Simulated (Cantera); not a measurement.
**Chlorosilane synthesis and conversion: Si + H2 + HCl**

Charge: 1 mol Si, 9.2 mol H2, 5.3 mol HCl, held at 1052 °C.

Cantera equilibrium calculation (NASA polynomials, part measured and part estimated; ideal gas, pure solids and liquids). Candidate condensed phases: Si; 19 gas species. The tables' values for SiCl3 are old estimates; treat these amounts as uncertain. Kinetics and transport are ignored.

```tsv
P (Pa)	x H2	x HCl	x SiCl4	x SiCl2	x SiHCl3	x SiCl3	x SiH2Cl2	x SiH3Cl
10000	0.771	0.157	0.0308	0.0220	0.00774	0.0112	0.000279	2.84e-6
26000	0.785	0.142	0.0386	0.0132	0.0109	0.00967	0.000441	5.06e-6
67000	0.795	0.132	0.0444	0.00695	0.0137	0.00754	0.000609	7.64e-6
170000	0.801	0.125	0.0483	0.00332	0.0158	0.00544	0.000744	9.90e-6
450000	0.805	0.121	0.0507	0.00141	0.0172	0.00363	0.000839	1.16e-5
1200000	0.807	0.119	0.0521	0.000562	0.0180	0.00232	0.000894	1.25e-5
3000000	0.807	0.119	0.0529	0.000232	0.0184	0.00150	0.000923	1.31e-5
```
x: gas mole fraction; nothing condenses.

From 0.100 bar to 30.0 bar nothing is condensed. The main Si-bearing gas is SiCl4 throughout.
